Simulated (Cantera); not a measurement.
# Low-pressure radical oxidation in H2/O2

An isothermal, constant-pressure homogeneous reactor starts with H2 : O2 = 0.033 : 1 (molar parts), equivalence ratio 0.017, at 900 K and 0.0300 bar.

Detailed kinetics in Cantera: the H2/O2 subset of GRI-Mech 3.0, which has no nitrogen chemistry. Radical loss at walls, strong at low pressure, is not modelled. Below about 950 K walls govern HO2 and H2O2 in real vessels.

| t (s) | x H2 | x O2 | x H2O2 | x HO2 | x O | x OH | x H |
|---|---|---|---|---|---|---|---|
| 1.00e-5 | 0.0319 | 0.968 | <1e-12 | <1e-12 | <1e-12 | <1e-12 | <1e-12 |
| 7.17e-5 | 0.0319 | 0.968 | <1e-12 | 2.36e-12 | <1e-12 | <1e-12 | 1.86e-12 |
| 0.000514 | 0.0319 | 0.968 | <1e-12 | 1.90e-11 | 2.11e-11 | 9.57e-12 | 1.49e-11 |
| 0.00369 | 0.0319 | 0.968 | 1.78e-12 | 2.42e-8 | 1.72e-7 | 6.58e-8 | 9.05e-8 |
| 0.0265 | 0.000490 | 0.967 | 2.39e-7 | 6.43e-6 | 0.000401 | 0.000136 | 3.51e-5 |
| 0.190 | 3.35e-5 | 0.968 | 5.66e-8 | 7.49e-7 | 1.75e-5 | 1.80e-5 | 2.11e-7 |
| 1.36 | 1.27e-6 | 0.968 | 1.24e-8 | 5.42e-8 | 7.34e-7 | 3.97e-6 | 1.90e-9 |
| 9.76 | 9.74e-9 | 0.968 | 1.84e-9 | 2.75e-9 | 3.48e-8 | 8.99e-7 | 1.85e-11 |
| 70.0 | 7.00e-11 | 0.968 | 2.75e-10 | 2.75e-10 | 3.24e-9 | 2.72e-7 | <1e-12 |
x: mole fraction; the columns are a selection and need not sum to one.

Equilibrium at this temperature and pressure: H2 <1e-12, O2 0.968, H2O2 3.76e-12, HO2 1.17e-10, O 3.08e-11, OH 2.64e-8, H <1e-12 (gas phase only).
